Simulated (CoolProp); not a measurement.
R123 along the isotherm 463.7 K: Z from the reference equation and from simpler models built on Tc = 456.8 K, pc = 36.62 bar, ω = 0.282; each cubic takes its own stable root.

The numbers come from the reference Helmholtz-energy equation of state, Younglove 1994 in CoolProp. It is a modified Benedict-Webb-Rubin equation, recast in Helmholtz form.

| p (bar) | phase | reference |
|---|---|---|
| 0.579 | gas | 0.9948 |
| 1.19 | gas | 0.9893 |
| 2.44 | gas | 0.9779 |
| 5.01 | gas | 0.9539 |
| 10.3 | gas | 0.9018 |
| 21.1 | gas | 0.7791 |
| 43.4 | supercritical | 0.2381 |
| 89.2 | supercritical | 0.3577 |
| 183 | supercritical | 0.6509 |

Question: How far does each simpler model (van der Waals, Redlich-Kwong, Soave-Redlich-Kwong, Peng-Robinson) lie from the reference over these 9 states: mean and median of the absolute difference, and the worst?

Answer: 
- van der Waals: mean 13.2 %, median 1.3 %, worst +40.1 % at 463.7 K and 89.2 bar
- Redlich-Kwong: mean 4.9 %, median 0.1 %, worst +20.5 % at 463.7 K and 43.4 bar
- Soave-Redlich-Kwong: mean 5.6 %, median 0.1 %, worst +25.7 % at 463.7 K and 43.4 bar
- Peng-Robinson: mean 2.8 %, median 1.0 %, worst +15.5 % at 463.7 K and 43.4 bar
